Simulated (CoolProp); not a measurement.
n-butane along the isobar 7.6 bar: fugacity coefficient from the reference equation and from simpler models built on Tc = 425.1 K, pc = 37.96 bar, ω = 0.201; each cubic takes its own stable root.

Values from CoolProp's reference Helmholtz-energy equation of state, Bücker 2006.

```json
[
 {"T (K)": "385.6", "phase": "gas", "reference": "0.9074"},
 {"T (K)": "400.2", "phase": "gas", "reference": "0.9182"},
 {"T (K)": "414.7", "phase": "gas", "reference": "0.9275"},
 {"T (K)": "429.3", "phase": "gas", "reference": "0.9355"},
 {"T (K)": "443.9", "phase": "gas", "reference": "0.9425"},
 {"T (K)": "458.4", "phase": "gas", "reference": "0.9486"},
 {"T (K)": "473", "phase": "gas", "reference": "0.9539"},
 {"T (K)": "487.6", "phase": "gas", "reference": "0.9586"},
 {"T (K)": "502.2", "phase": "gas", "reference": "0.9628"},
 {"T (K)": "516.7", "phase": "gas", "reference": "0.9664"},
 {"T (K)": "531.3", "phase": "gas", "reference": "0.9697"},
 {"T (K)": "545.9", "phase": "gas", "reference": "0.9727"},
 {"T (K)": "560.4", "phase": "gas", "reference": "0.9753"},
 {"T (K)": "575", "phase": "gas", "reference": "0.9777"}
]
```

Task: How far does each simpler model (Redlich-Kwong, Peng-Robinson) lie from the reference over these 14 states: mean and median of the absolute difference, and the worst?

Result: 
- Redlich-Kwong: mean 0.3 %, median 0.4 %, worst -0.5 % at 575 K and 7.6 bar
- Peng-Robinson: mean 0.7 %, median 0.8 %, worst -0.8 % at 429.3 K and 7.6 bar
